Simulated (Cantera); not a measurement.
A perfectly stirred reactor is fed with CH₄ : O₂ : N₂ = 1 : 1.82 : 6.84 (molar parts), at 9.87 atm; it is adiabatic with a 425 K inlet, and is followed from long to short residence time, starting on the burning branch (τ in s: 0.26, 0.11, 0.049, 0.021, 0.0094, 0.0041, 0.0018, 0.00079, 0.00035, 0.00015, 6.6e-05).

Model: GRI-Mech 3.0 (53 species, 325 reactions), integrated in Cantera.

One state of this run: T (K) = 2295; x CH₄ = 3.36e-5; x O₂ = 0.000771; x C₂H₂ = 2.44e-7; x NO = 0.000395; x HCO = 1.18e-7; x C₂H₄ = 3.05e-8. x: mole fraction; the columns are a selection and need not sum to one.

Problem. Which value of τ (s) does it belong to?
A) 0.11
B) 0.0041
C) 0.049
D) 0.00035

Solution. B, 0.0041
